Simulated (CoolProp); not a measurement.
Vapour-liquid equilibrium of ethylene (1) + n-butane (2) at 0.0381 MPa; x and y are mole fractions of (1).

Values from CoolProp's multi-fluid Helmholtz-energy mixture model, Smukala 2000 and Bücker 2006; pair parameters Bell 2016.

| x | bubble temperature (K) | y at the bubble point | dew temperature at overall composition x (K) | liquid density (mol/L) |
|---|---|---|---|---|
| 0.05 | 202.9 | 0.938 | 248.3 | 11.80 |
| 0.15 | ___ | 0.990 | 246.0 | 12.71 |
| 0.25 | 175.8 | ___ | 243.4 | 13.46 |
| 0.35 | 171.5 | 0.997 | ___ | 14.23 |
| 0.45 | 168.0 | ___ | 237.3 | 15.06 |
| 0.55 | 164.8 | 0.999 | 233.5 | 15.96 |
| 0.65 | 161.9 | 1.000 | 229.0 | 16.93 |
| 0.75 | 159.3 | 1.000 | ___ | 17.99 |
| 0.85 | 157.0 | 1.000 | 215.3 | 19.13 |
| 0.95 | 155.2 | 1.000 | 200.1 | ___ |

Fill in the missing entries.


- 0.15, bubble temperature (K): 182.7
- 0.25, y at the bubble point: 0.995
- 0.35, dew temperature at overall composition x (K): 240.5
- 0.45, y at the bubble point: 0.998
- 0.75, dew temperature at overall composition x (K): 223.3
- 0.95, liquid density (mol/L): 20.35

No azeotrope shows between x = 0.05 and 0.95.

Pair parameters are fitted to limited data, so mixtures are less certain than the pure fluids. The gap from Raoult's law changes sign with composition, which may be real or a fault of the pair parameters; it wasn't checked against measurements.
